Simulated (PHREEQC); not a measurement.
## Brine

Dissolve 0.3 mol/kgw MgSO4, 3.4e-05 mol/kgw Na2SO4 and 1e-06 mol/kgw H4SiO4 at 25 °C. Closed to the air; pH follows from the charge balance.

Model: ion-association model, phreeqc.dat, run in PHREEQC.

Each row changes one thing in this solution. No solid was allowed to form.

```csv
case,ionic strength (mol/kgw),SO4-2 (mol/kgw),HSO4- (mol/kgw)
as made,0.473,0.118,6.70e-7
MgSO4 left out,0.000102,3.40e-5,3.23e-10
H4SiO4 left out,0.473,0.118,6.70e-7
MgSO4 from 0.3 to 0.27 mol/kgw,0.434,0.109,6.26e-7
Na2SO4 left out,0.473,0.118,6.70e-7
```

Species that the database lacks are ignored.
